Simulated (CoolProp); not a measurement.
Vapour-liquid equilibrium of n-butane (1) + trans-2-butene (2) at 17.2 kPa; x and y are mole fractions of (1).

Model: multi-fluid Helmholtz-energy mixture model, Bücker 2006 and Lemmon 2005; pair parameters Bell 2016, in CoolProp.

Question: Give the bubble temperature and the first vapour's composition at x = 0.05, 0.2, 0.8. Is there an azeotrope?

Answer: x = 0.05: -38.2 °C, y = 0.059; x = 0.2: -38.7 °C, y = 0.223; x = 0.8: -39.5 °C, y = 0.804. No azeotrope shows between x = 0.05 and 0.95.

Pair parameters are fitted to limited data, so mixtures are less certain than the pure fluids.
